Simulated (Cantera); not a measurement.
What does this Cantera script print?

```python
import numpy as np
import cantera as ct

gas_names = """
    Cu Cu2 H H2 N NH NH2 NH3 N2 N2H2 N2H4
""".split()
cond_names = """
    Cu(cr) Cu(L)
""".split()


def load(file, names, dense=False):
    # The tables refer to 1 bar. Condensed volumes are neglected.
    table = {s.name: s for s in ct.Species.list_from_file(file)}
    out = []
    for n in names:
        d = dict(table[n].input_data)
        d["thermo"] = dict(d["thermo"], **{"reference-pressure": 1e5})
        if dense:
            d["equation-of-state"] = {"model": "constant-volume", "density": "1e6 g/cm^3"}
        out.append(ct.Species.from_dict(d))
    return out


gas = ct.Solution(thermo="ideal-gas", species=load("nasa_gas.yaml", gas_names))
cond = {s.name: ct.Solution(thermo="fixed-stoichiometry", species=[s], name=s.name)
        for s in load("nasa_condensed.yaml", cond_names, dense=True)}
atoms = {
    'Cu': {'Cu': 1},
    'NH3': {'N': 1, 'H': 3},
    'N2': {'N': 2},
}
top_T = {}  # K; cautious upper limits of use, not melting points


def equilibrate(T, P, feed):
    n = {}
    for name, mol in feed.items():
        for a, k in atoms[name].items():
            n[a] = n.get(a, 0.0) + k * mol
    gas.TPX = T, P, n
    mass = sum(n.values()) * gas.mean_molecular_weight
    gas.equilibrate("TP")
    valid = [c for c in cond.values() if c.min_temp <= T <= top_T.get(c.name, c.max_temp)]
    mix = ct.Mixture([(gas, mass / gas.mean_molecular_weight)] + [(c, 0.0) for c in valid])
    mix.T, mix.P = T, P
    mix.equilibrate("TP", solver="vcs", rtol=1e-11, max_steps=5000)
    return mix


results = []
feed = {'Cu': 1, 'NH3': 1.1, 'N2': 14}  # mol
P = 51000  # Pa
for T in [1248, 1298, 1348, 1398, 1448, 1498, 1548, 1598, 1648, 1698, 1748, 1798]:
    mix = equilibrate(T, P, feed)
    results.append((T, P, feed, dict(zip(mix.species_names, mix.species_moles))))

top = {s: max(r[3][s] / sum(r[3][g] for g in gas_names) for r in results) for s in gas_names}
cols = sorted((s for s in top if top[s] > 0.001), key=lambda s: -top[s])[:9]
seen = [c for c in cond_names if any(r[3].get(c, 0) > 1e-12 for r in results)]
print("log10 of partial pressures in bar; condensed amounts in mol")
print(f"{'T/K':>10s}" + "".join(f"{s[:9]:>10s}" for s in cols + seen))
for T, P, feed, n in results:
    ng = sum(n[g] for g in gas_names)
    print(f"{T:10.4g}" + "".join(f"{np.log10(max(n[s] / ng * P / 1e5, 1e-99)):10.3f}" for s in cols)
          + "".join(f"{n.get(c, 0):10.4g}" for c in seen))
```

Output:

```
log10 of partial pressures in bar; condensed amounts in mol
       T/K        N2        H2        Cu    Cu(cr)     Cu(L)
      1248    -0.339    -1.284    -7.356         1         0
      1298    -0.339    -1.284    -6.822         1         0
      1348    -0.339    -1.284    -6.329         1         0
      1398    -0.339    -1.284    -5.887         0         1
      1448    -0.339    -1.284    -5.479         0    0.9999
      1498    -0.339    -1.284    -5.100         0    0.9997
      1548    -0.339    -1.285    -4.745         0    0.9994
      1598    -0.339    -1.285    -4.413         0    0.9988
      1648    -0.339    -1.285    -4.102         0    0.9975
      1698    -0.339    -1.285    -3.810         0    0.9951
      1748    -0.339    -1.285    -3.536         0    0.9907
      1798    -0.340    -1.285    -3.276         0    0.9831
```

These are equilibrium values from Cantera (NASA tables, ideal gas, pure condensed phases), not measurements of a reactor.
